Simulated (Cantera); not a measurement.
# Premixed flame

A freely propagating, adiabatic, planar premixed flame of 10.4 % CH4, 1.15 % C2H6, 17.7 % O2, 66.9 % N2, 2.92 % CO2, 0.907 % H2O, unburnt at 375 K and 860000 Pa; mixture-averaged transport, grid criteria slope 0.08 and curve 0.16, no radiation.

Model: GRI-Mech 3.0 (53 species, 325 reactions), integrated in Cantera. Burning velocities carry a grid error of a few per cent, more on coarse grids.

| z (mm) | T (K) | u (m/s) | x CH4 | x C2H6 | x O2 | x H2 | x HO2 | x CH2O |
|---|---|---|---|---|---|---|---|---|
| -0.684 | 375 | 0.0886 | 0.104 | 0.0115 | 0.177 | 0.00207 | <1e-8 | 1.16e-7 |
| -0.456 | 382 | 0.0906 | 0.103 | 0.0114 | 0.176 | 0.00591 | 1.29e-7 | 3.40e-6 |
| -0.342 | 412 | 0.0980 | 0.101 | 0.0113 | 0.173 | 0.0105 | 7.84e-7 | 2.51e-5 |
| -0.228 | 546 | 0.132 | 0.0920 | 0.0107 | 0.161 | 0.0182 | 6.60e-6 | 0.000185 |
| -0.114 | 1009 | 0.248 | 0.0632 | 0.00699 | 0.114 | 0.0280 | 8.23e-5 | 0.00112 |
| -0.0570 | 1388 | 0.346 | 0.0385 | 0.00292 | 0.0703 | 0.0328 | 0.000143 | 0.00151 |
| 0 | 1724 | 0.433 | 0.0166 | 0.000545 | 0.0295 | 0.0364 | 4.28e-5 | 0.000447 |
| 0.0570 | 1888 | 0.476 | 0.00735 | 8.19e-5 | 0.00972 | 0.0381 | 8.86e-6 | 0.000108 |
| 0.114 | 1944 | 0.490 | 0.00467 | 2.05e-5 | 0.00350 | 0.0394 | 2.12e-6 | 4.29e-5 |
| 0.228 | 1970 | 0.497 | 0.00319 | 4.12e-6 | 0.000707 | 0.0416 | 2.61e-7 | 1.44e-5 |
| 0.456 | 1973 | 0.498 | 0.00224 | 1.21e-6 | 7.22e-5 | 0.0444 | 2.13e-8 | 6.40e-6 |
| 0.912 | 1968 | 0.498 | 0.00143 | 4.23e-7 | 1.33e-6 | 0.0473 | <1e-8 | 3.48e-6 |
| 1.82 | 1964 | 0.498 | 0.000776 | 1.18e-7 | 6.95e-8 | 0.0500 | <1e-8 | 1.70e-6 |
x: mole fraction of selected species; z is measured from the peak of heat release.

| Quantity | Value |
|---|---|
| laminar burning velocity | 8.83 cm/s |
| thermal thickness | 0.228 mm |
| peak x(H2) | 0.0523 |
| peak x(HO2) | 0.000153 |
| peak x(CH2O) | 0.00159 |
| grid points | 122 |
